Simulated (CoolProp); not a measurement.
Vapour-liquid equilibrium of ethylbenzene (1) + o-xylene (2) at 506 K; x and y are mole fractions of (1).

The numbers come from the multi-fluid Helmholtz-energy mixture model, Zhou 2012 and Zhou 2012; pair parameters Bell 2016 in CoolProp.

| x | bubble pressure (MPa) | y at the bubble point | dew pressure at overall composition x (MPa) | liquid density (mol/L) |
|---|---|---|---|---|
| 0.05 | 0.6698 | 0.056 | 0.6691 | 6.326 |
| 0.125 | 0.6783 | 0.140 | 0.6767 | 6.308 |
| 0.2 | 0.6872 | 0.222 | 0.6847 | 6.291 |
| 0.275 | 0.6962 | 0.303 | 0.6931 | 6.274 |
| 0.35 | 0.7054 | 0.382 | 0.7017 | 6.257 |
| 0.425 | 0.7146 | 0.459 | 0.7105 | 6.241 |
| 0.5 | 0.7237 | 0.534 | 0.7196 | 6.225 |
| 0.575 | 0.7326 | 0.607 | 0.7287 | 6.209 |
| 0.65 | 0.7413 | 0.678 | 0.7379 | 6.195 |
| 0.725 | 0.7497 | 0.749 | 0.7469 | 6.180 |
| 0.8 | 0.7578 | 0.818 | 0.7557 | 6.167 |
| 0.875 | 0.7654 | 0.886 | 0.7642 | 6.155 |
| 0.95 | 0.7726 | 0.955 | 0.7721 | 6.143 |

No azeotrope shows between x = 0.05 and 0.95.

Pair parameters are fitted to limited data, so mixtures are less certain than the pure fluids.
